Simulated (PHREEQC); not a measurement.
A solution holds 0.092 mol CaCl2 and 0.069 mol Na2SO4 per kg of water, at 90 °C. Closed to the air; pH follows from the charge balance.

All values are PHREEQC results (ion-association model, wateq4f.dat), not measurements.

```csv
quantity,before,after
ionic strength (mol/kgw),0.354,0.358
Na+ (mol/kgw),0.132,0.132
SO4-2 (mol/kgw),0.0336,0.0349
NaSO4- (mol/kgw),0.00614,0.00578
HSO4- (mol/kgw),1.50e-6,1.94e-7
SI of Mirabilite (Na2SO4:10H2O),-5.68,-3.74
```

**Question.** Which change was made?
A. temperature from 90 to 40 °C
B. temperature from 90 to 80 °C
C. CaCl2 left out
D. Na2SO4 from 0.069 to 0.0138 mol/kgw
E. Na2SO4 from 0.069 to 0.345 mol/kgw

**Answer.** A, temperature from 90 to 40 °C

Precipitation was switched off in this run. Some of these states are supersaturated (in Gypsum, for instance). At this temperature some constants are extrapolated from 25 °C, and those without enthalpy data are left unchanged.
